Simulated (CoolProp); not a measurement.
Vapour-liquid equilibrium of carbon dioxide (1) + isobutane (2) at 0.593 MPa; x and y are mole fractions of (1).

Values from CoolProp's multi-fluid Helmholtz-energy mixture model, Span 1996 and Bücker 2006; pair parameters Kunz 2012.

| x | bubble temperature (K) | y at the bubble point | dew temperature at overall composition x (K) | liquid density (mol/L) |
|---|---|---|---|---|
| 0.05 | 292.4 | 0.489 | 315.2 | 9.767 |
| 0.15 | 258.8 | 0.848 | 310.6 | 10.97 |
| 0.25 | 242.7 | 0.929 | 305.8 | 11.98 |
| 0.35 | 234.5 | 0.956 | 300.6 | 13.01 |
| 0.45 | 230.0 | 0.968 | 294.8 | 14.16 |
| 0.55 | 227.4 | 0.974 | 288.3 | 15.50 |
| 0.65 | 225.6 | 0.978 | 280.7 | 17.11 |
| 0.75 | 224.2 | 0.982 | 271.3 | 19.09 |
| 0.85 | 222.6 | 0.987 | 258.5 | 21.55 |
| 0.95 | 220.8 | 0.994 | 236.5 | 24.66 |

No azeotrope shows between x = 0.05 and 0.95.

Pair parameters are fitted to limited data, so mixtures are less certain than the pure fluids. With so large a gap from Raoult's law the liquid may split in two, which this calculation doesn't test in full.
